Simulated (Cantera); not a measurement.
Charge: 1 mol PH3, a varied amount of O2, at 3325 K and 110000 Pa.

Method: chemical equilibrium by Gibbs-energy minimisation in Cantera with the NASA 1993 tables (ideal gas, pure condensed phases). Candidate condensed phases: H2O, P, P4O10; 17 gas species. Gases not in the tables: HPO2, HPO3 and P4O6. Rates play no part.

Question: At 0.3 mol O2, list the 5 most abundant gas species with their mole fractions, and the condensed phases.

Answer: H2 0.424, H 0.242, PO 0.192, P2 0.0668, P 0.0414. Condensed: gas only.
